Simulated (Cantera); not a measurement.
Cantera run:

```python
import numpy as np
import cantera as ct

gas_names = [...]  # 127 gases of nasa_gas.yaml made of C, Fe, H, O, S
cond_names = """
    C(gr) C6H6(L) C7H8(L) C8H18(L),n-octa Fe(a) Fe(c) Fe(d) Fe(L) FeC5O5(L) FeO(s) FeO(L) Fe(OH)2(s)
    Fe(OH)3(s) FeS(a) FeS(b) FeS(c) FeS(L) FeSO4(s) FeS2(s) Fe2O3(s) Fe2S3O12(s) Fe3O4(s) H2O(s) H2O(L)
    H2SO4(L) S(cr1) S(cr2) S(L)
""".split()


# ... load() reads the species with a 1 bar reference pressure and builds the phases ...
atoms = {
    'FeS2': {'Fe': 1, 'S': 2},
    'H2S': {'H': 2, 'S': 1},
    'CO2': {'C': 1, 'O': 2},
    'SO3': {'S': 1, 'O': 3},
}
top_T = {'C(gr)': 4500, 'FeSO4(s)': 950, 'FeS2(s)': 1010, 'Fe2O3(s)': 1830, 'Fe2S3O12(s)': 1100, 'Fe3O4(s)': 1870}  # K; cautious upper limits of use, not melting points


# ... equilibrate(T, P, feed) seeds the gas with the atoms and calls Mixture.equilibrate('TP', solver="vcs", rtol=1e-11, max_steps=5000) ...
results = []
T = 1648  # K
P = 1333.22  # Pa
for m in [0.42, 0.54, 0.71, 0.92, 1.2, 1.6, 2, 2.7, 3.5]:
    feed = {'FeS2': 1, 'H2S': m, 'CO2': 1.7, 'SO3': 0.86}  # mol
    mix = equilibrate(T, P, feed)
    results.append((T, P, feed, dict(zip(mix.species_names, mix.species_moles))))

top = {s: max(r[3][s] / sum(r[3][g] for g in gas_names) for r in results) for s in gas_names}
cols = sorted((s for s in top if top[s] > 0.001), key=lambda s: -top[s])[:5]
seen = [c for c in cond_names if any(r[3].get(c, 0) > 1e-12 for r in results)]
print("log10 of partial pressures in bar; condensed amounts in mol")
print(f"{'n(H2S)':>10s}" + "".join(f"{s[:9]:>10s}" for s in cols + seen))
for T, P, feed, n in results:
    ng = sum(n[g] for g in gas_names)
    print(f"{feed['H2S']:10.4g}" + "".join(f"{np.log10(max(n[s] / ng * P / 1e5, 1e-99)):10.3f}" for s in cols)
          + "".join(f"{n.get(c, 0):10.4g}" for c in seen))
```

Result:

```
log10 of partial pressures in bar; condensed amounts in mol
    n(H2S)        S2       H2O       SO2        CO       CO2    FeO(s)    FeS(L)
      0.42    -2.485    -3.025    -2.500    -2.572    -2.590    0.9998         0
      0.54    -2.472    -2.937    -2.531    -2.579    -2.616    0.9998         0
      0.71    -2.465    -2.844    -2.565    -2.591    -2.647    0.9593   0.04047
      0.92    -2.478    -2.754    -2.585    -2.609    -2.672    0.8094    0.1904
       1.2    -2.495    -2.668    -2.609    -2.633    -2.704    0.6092    0.3906
       1.6    -2.516    -2.581    -2.642    -2.664    -2.746    0.3227     0.677
         2    -2.536    -2.520    -2.671    -2.693    -2.785   0.03597    0.9637
       2.7    -2.490    -2.477    -2.799    -2.723    -2.890         0    0.9997
       3.5    -2.454    -2.457    -2.945    -2.755    -3.004         0    0.9997
```

These are equilibrium values from Cantera (NASA tables, ideal gas, pure condensed phases), not measurements of a reactor. Metal and sulfide melt together well below either melting point, which pure phases cannot show. Mutual solubility and eutectic melting of coexisting phases are not modelled. The tables' stoichiometric FeO is somewhat more stable than real wüstite, so its field is too wide. FeO, FeS: taken at fixed stoichiometry.
